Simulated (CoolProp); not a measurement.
The fluid at 298.15 K and 1.83 MPa expands adiabatically to 0.237 MPa with isentropic efficiency 0.9. The same conditions are run with several fluids, on thermodynamics alone (safety and materials aside).

Values from CoolProp's reference Helmholtz-energy equation of state of each fluid (methane: Setzmann 1991; C2F6 (R116): Lemmon 2006; nitrogen: Span 2000; dry air: Lemmon 2000; nitrous oxide: Lemmon 2006). Blends and air are pseudo-pure fits.

```tsv
fluid	work (kJ/kg)	final temperature (K)	final phase	final density (kg/m³)
methane	?	190.5	gas	2.44
C2F6 (R116)	26.1	245.8	gas	?
nitrogen	?	178.2	gas	4.51
dry air	?	178.0	gas	?
nitrous oxide	75.7	?	?	6.74
```

Fill in the missing entries.


- methane, work (kJ/kg): 217
- C2F6 (R116), final density (kg/m³): 16.8
- nitrogen, work (kJ/kg): 122
- dry air, work (kJ/kg): 118
- dry air, final density (kg/m³): 4.68
- nitrous oxide, final temperature (K): 200.3
- nitrous oxide, final phase: two-phase, vapour fraction 0.976
